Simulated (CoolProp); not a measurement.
A closed Brayton cycle with dry air: compressor inlet 314.15 K and 6.9 MPa, high pressure 14.9 MPa, turbine inlet 970 K, compressor efficiency 0.8, turbine efficiency 0.9, recuperator effectiveness 0.95 (on enthalpy, no pinch check). Each further row changes one setting.

The numbers come from the reference Helmholtz-energy equation of state, Lemmon 2000 in CoolProp. It is a pseudo-pure fit of the blend.

```csv
case,thermal efficiency (%),net work (kJ/kg),compressor to turbine work,compressor exit (K),turbine exit (K)
as stated,39.3,82.0,0.55,411.4,813.4
turbine inlet 920 K,?,72.7,0.58,411.4,770.1
compressor inlet 324.15 K,37.9,78.5,0.57,?,813.4
high pressure 12.7 MPa,39.7,69.7,0.52,?,843.8
recuperator effectiveness 0.5,20.3,82.0,0.55,411.4,813.4
```

Q: Complete the blanks.

A: 
- turbine inlet 920 K, thermal efficiency (%): 36.9
- compressor inlet 324.15 K, compressor exit (K): 424.4
- high pressure 12.7 MPa, compressor exit (K): 389.4
